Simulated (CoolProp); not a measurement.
c-C4F8 (RC318) along the isobar 6470 kPa: fugacity coefficient from the reference equation and from simpler models built on Tc = 388.4 K, pc = 2778 kPa, ω = 0.355; each cubic takes its own stable root.

Computed with CoolProp (reference Helmholtz-energy equation of state, Platzer 1990). This equation is an older, rougher fit; its heat capacities, sound speeds and derivatives of the liquid may be far off and weren't checked against measurements.

| T (K) | phase | reference |
|---|---|---|
| 381.4 | liquid | 0.3263 |
| 396.2 | supercritical | 0.3913 |
| 411 | supercritical | 0.4566 |
| 425.9 | supercritical | 0.5199 |
| 440.7 | supercritical | 0.5772 |
| 455.5 | supercritical | 0.6276 |
| 470.3 | supercritical | 0.6713 |
| 485.2 | supercritical | 0.7096 |
| 500 | supercritical | 0.7431 |

Q: How far does each simpler model (van der Waals, Soave-Redlich-Kwong) lie from the reference over these 9 states: mean and median of the absolute difference, and the worst?

A: 
- van der Waals: mean 8.5 %, median 9.2 %, worst +18.8 % at 381.4 K and 6470 kPa
- Soave-Redlich-Kwong: mean 2.9 %, median 2.7 %, worst +3.4 % at 381.4 K and 6470 kPa
